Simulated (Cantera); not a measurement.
A closed system holds: 1 mol NiS, 25 mol H₂, held at 16.0 Pa.

Method: chemical equilibrium by Gibbs-energy minimisation in Cantera with the NASA 1993 tables (ideal gas, pure condensed phases). Candidate condensed phases: Ni, NiS, NiS₂, Ni₃S₂, Ni₃S₄, S; 9 gas species. Rates play no part. All values below are at 1225 °C.

Base state: H₂ 0.975, S₂ 0.0156, H₂S 0.00565, SH 0.00198, H 0.00134, S 0.000392, Ni 0.000307, NiS 0.000103 (mole fractions); condensed: Ni(s).

What changes in the equilibrium state with this change: NiS replaced by FeS₂?


```csv
species,before,after
H₂,0.975,0.954
S₂,0.0156,0.0328
H₂S,0.00565,0.00802
Fe,0,0.000898
Ni,0.000307,0
NiS,0.000103,0
S,0.000392,0.000570
SH,0.00198,0.00284
H,0.00134,0.00133
"Ni(s), mol",0.990,0
"Fe(γ), mol",0,0.977
```
Further candidate phases: Fe, FeS, FeS₂.
